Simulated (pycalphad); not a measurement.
Source of the numbers: pycalphad with the COST 507 light-alloy database (1999); pressure 1 atm. The database dates from 1999; later assessments differ in places, in temperatures and in the compounds included. Phase fractions are per mole of atoms.

Q: Give the equilibrium state of Al-0.44Fe-0.35Si (at.%) at 277 °C.

A: FCC_A1, fraction 0.974, with <0.01 Fe, 0.01 Si at.%; ALFESI_BETA, fraction 0.015, with 15.0 Fe, 15.0 Si at.%; ALFESI_ALPHA, fraction 0.011, with 19.0 Fe, 9.8 Si at.%.

Q: Give the equilibrium state of Al-0.44Fe-0.35Si (at.%) at 627 °C.

A: 
```
T = 900.00 K, P = 101325 Pa, N = 1 mol of atoms
G = -36347 J/mol, H = 16648 J/mol, S = 58.88 J/(mol K)  (SER reference)
chemical potentials (J/mol): Al -35889, Fe -137028, Si -39481
phase             fraction      x(Al)      x(Fe)      x(Si)
FCC_A1              0.9822     0.9963   0.000173     0.0035
AL13FE4             0.0178     0.7601     0.2370     0.0029
```

Database names, with the compositions (at.%) that they take in these runs: AL13FE4: Al 76 Fe 24; ALFESI_ALPHA: Al 71-74 Fe 19 Si 7-10; ALFESI_BETA: Al 70 Fe 15 Si 15. FCC_A1 is fcc.
